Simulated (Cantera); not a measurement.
Input: 1 mol MgO, 0.93 mol Br2, 0.012 mol O2, held at 1227 °C and 1 atm.

Method: chemical equilibrium by Gibbs-energy minimisation in Cantera with the NASA 1993 tables (ideal gas, pure condensed phases). Candidate condensed phases: Br2, Mg, MgBr2, MgO; 10 gas species. The numbers say what is thermodynamically allowed, not how fast it happens.

Base state: Br2 0.721, Br 0.252, O2 0.0165, MgBr2 0.0108 (mole fractions); condensed: MgO(s).

What changes in the equilibrium state with this change: pressure from 1 atm to 0.100 bar?


```tsv
species	before	after
Br	0.252	0.584
Br2	0.721	0.381
O2	0.0165	0.0177
MgBr2	0.0108	0.0176
MgO(s), mol	0.988	0.976
```
